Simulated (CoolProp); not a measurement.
A single-stage vapour-compression cycle with cyclopentane: evaporating at 282.15 K (dew point), condensing at 349.15 K (bubble point), superheat 5 K, subcooling 8 K, compressor efficiency 0.6, no pressure losses. Each further row changes one setting.

The numbers come from the reference Helmholtz-energy equation of state, Gedanitz 2015 in CoolProp.

```json
[
 {"case": "as stated", "cooling COP": "2.14", "pressure ratio": "10.5", "discharge temperature (K)": "394.6", "refrigerating effect (kJ/kg)": "312", "volumetric capacity (kJ/m³)": "200"},
 {"case": "evaporating temperature 287.15 K", "cooling COP": "2.40", "pressure ratio": "8.40", "discharge temperature (K)": "390.1", "refrigerating effect (kJ/kg)": "318", "volumetric capacity (kJ/m³)": "250"},
 {"case": "condensing temperature 344.15 K", "cooling COP": "2.36", "pressure ratio": "9.10", "discharge temperature (K)": "388.6", "refrigerating effect (kJ/kg)": "322", "volumetric capacity (kJ/m³)": "207"},
 {"case": "subcooling 13 K", "cooling COP": "2.21", "pressure ratio": "10.5", "discharge temperature (K)": "394.6", "refrigerating effect (kJ/kg)": "322", "volumetric capacity (kJ/m³)": "207"},
 {"case": "superheat 15 K", "cooling COP": "2.15", "pressure ratio": "10.5", "discharge temperature (K)": "404.2", "refrigerating effect (kJ/kg)": "324", "volumetric capacity (kJ/m³)": "201"},
 {"case": "compressor efficiency 0.5", "cooling COP": "1.79", "pressure ratio": "10.5", "discharge temperature (K)": "411.4", "refrigerating effect (kJ/kg)": "312", "volumetric capacity (kJ/m³)": "200"}
]
```
